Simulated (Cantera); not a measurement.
Cantera with NASA thermochemical tables; ideal gases at 1 bar, condensed phases pure. Values are per mole of reaction as written; species without (g) are pure solids or liquids, kept so even where they would boil at 1 bar.

2 MgS + 4 HF(g) → 2 MgF₂ + 2 H₂(g) + S₂(g), with ΔH° = -338.5 kJ and ΔS° = -191.6 J/K at 300 K.

Problem. How far is the shortcut ΔG° ≈ ΔH°(300 K) − T·ΔS°(300 K) from the full temperature-dependent value at 1873, 1923, 1973, 2023, 2073, 2123, 2173 K?

Solution. 
| T (K) | shortcut (kJ) | full (kJ) | difference (kJ) | difference in log10 K | condensed phases |
|---|---|---|---|---|---|
| 1873 | 20.4 | -52.2 | 72.6 | -2.02 | MgS(s), MgF₂(l) |
| 1923 | 30.0 | -49.2 | 79.2 | -2.15 | MgS(s), MgF₂(l) |
| 1973 | 39.5 | -46.3 | 85.8 | -2.27 | MgS(s), MgF₂(l) |
| 2023 | 49.1 | -43.4 | 92.5 | -2.39 | MgS(s), MgF₂(l) |
| 2073 | 58.7 | -40.6 | 99.3 | -2.50 | MgS(s), MgF₂(l) |
| 2123 | 68.3 | -37.9 | 106.1 | -2.61 | MgS(s), MgF₂(l) |
| 2173 | 77.9 | -35.2 | 113.0 | -2.72 | MgS(s), MgF₂(l) |
The shortcut ignores heat capacities and the phase changes listed.
